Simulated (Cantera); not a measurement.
Input (Python, Cantera) and output of one run.

```python
import numpy as np
import cantera as ct

gas_names = """
    H HO2 H2 H2O H2O2 Hg O OH O2 O3
""".split()
cond_names = """
    H2O(s) H2O(L) Hg(cr) Hg(L) HgO(s)
""".split()


# ... load() reads the species with a 1 bar reference pressure and builds the phases ...
atoms = {
    'Hg': {'Hg': 1},
    'O2': {'O': 2},
    'H2': {'H': 2},
}
top_T = {}  # K; cautious upper limits of use, not melting points


# ... equilibrate(T, P, feed) seeds the gas with the atoms and calls Mixture.equilibrate('TP', solver="vcs", rtol=1e-11, max_steps=5000) ...
results = []
feed = {'Hg': 1, 'O2': 1.1, 'H2': 89}  # mol
T = 1573.15  # K
P = 3400  # Pa
mix = equilibrate(T, P, feed)
results.append((T, P, feed, dict(zip(mix.species_names, mix.species_moles))))
x = sorted(zip(gas.X, gas.species_names), reverse=True)
print(f"T = {T:g} K  P = {P:g} Pa  gas = {mix.phase_moles(0):.4g} mol")
print("   x: " + "  ".join(f"{s} {v:.3e}" for v, s in x if v > 0.0001))
print("   condensed (mol): " + ("  ".join(f"{mix.phase(i).name} {mix.phase_moles(i):.4g}"
      for i in range(1, mix.n_phases) if mix.phase_moles(i) > 1e-12) or "none"))
```

It prints:

```
T = 1573.15 K  P = 3400 Pa  gas = 90.01 mol
   x: H2 9.642e-01  H2O 2.444e-02  Hg 1.111e-02  H 2.169e-04
   condensed (mol): none
```

Equilibrium computed with Cantera from the NASA thermochemical tables; the gas is ideal and each condensed phase is pure.
